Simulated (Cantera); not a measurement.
A freely propagating, adiabatic, planar premixed flame of H2 : O2 : N2 = 1 : 0.25 : 0.94 (molar parts), unburnt at 675 K and 1.30 bar; mixture-averaged transport, grid criteria slope 0.08 and curve 0.16, no radiation.

Model: the H2/O2 subset of GRI-Mech 3.0, which has no nitrogen chemistry, integrated in Cantera. Burning velocities carry a grid error of a few per cent, more on coarse grids.

Problem. Predict: laminar burning velocity; thermal thickness; peak x(O); peak x(OH); peak x(HO2).

Solution. laminar burning velocity: 1140 cm/s
thermal thickness: 0.340 mm
peak x(O): 0.00459
peak x(OH): 0.00613
peak x(HO2): 0.000255
